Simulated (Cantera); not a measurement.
## Thermodynamics of metals in furnace atmospheres, feed Fe + NH3 + H2

A closed system holds: 1 mol Fe, 5 mol NH3, 120 mol H2, equilibrated at 5.85 Torr.

Equilibrium computed with Cantera from the NASA thermochemical tables; the gas is ideal and each condensed phase is pure. Candidate condensed phases: Fe; 10 gas species. Rates play no part.

From 400 °C to 850 °C the condensed part is Fe(α). From 1000 °C to 1300 °C the condensed part is Fe(γ). At 1450 °C the condensed part is Fe(δ).

| T (°C) | log p H2 | log p N2 | log p H | log p Fe | log p NH3 | n Fe(α) | n Fe(γ) | n Fe(δ) |
|---|---|---|---|---|---|---|---|---|
| 400 | -2.12 | -3.82 | <-14 | <-14 | -6.96 | 1.00 | 0 | 0 |
| 550 | -2.12 | -3.82 | -12.19 | <-14 | -7.71 | 1.00 | 0 | 0 |
| 700 | -2.12 | -3.82 | -10.02 | <-14 | -8.24 | 1.00 | 0 | 0 |
| 850 | -2.12 | -3.82 | -8.43 | -11.51 | -8.64 | 1.00 | 0 | 0 |
| 1000 | -2.12 | -3.82 | -7.21 | -9.30 | -8.95 | 0 | 1.000 | 0 |
| 1150 | -2.12 | -3.82 | -6.24 | -7.57 | -9.19 | 0 | 1.000 | 0 |
| 1300 | -2.12 | -3.82 | -5.45 | -6.18 | -9.39 | 0 | 0.989 | 0 |
| 1450 | -2.12 | -3.82 | -4.80 | -5.04 | -9.55 | 0 | 0 | 0.848 |
log p: log10 of the partial pressure in bar; n: condensed amount in mol.
